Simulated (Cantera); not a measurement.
Input: 1 mol S, 0.26 mol H2, 0.31 mol O2, held at 2925 K and 158 Torr.

These are equilibrium values from Cantera (NASA tables, ideal gas, pure condensed phases), not measurements of a reactor. Candidate condensed phases: H2O, H2SO4, S; 19 gas species. Equilibrium is a limit: real reactors are often held back by kinetics, nucleation or transport.

Q: What is the equilibrium state?

A: 
- x(SO) = 0.277
- x(S) = 0.169
- x(S2) = 0.147
- x(H2) = 0.108
- x(SO2) = 0.0974
- x(H) = 0.0893
- x(H2O) = 0.0501
- x(SH) = 0.0364
- x(OH) = 0.0130
- gas amount = 1.134 mol
- log10 activity of S(l) (absent) = -2.62
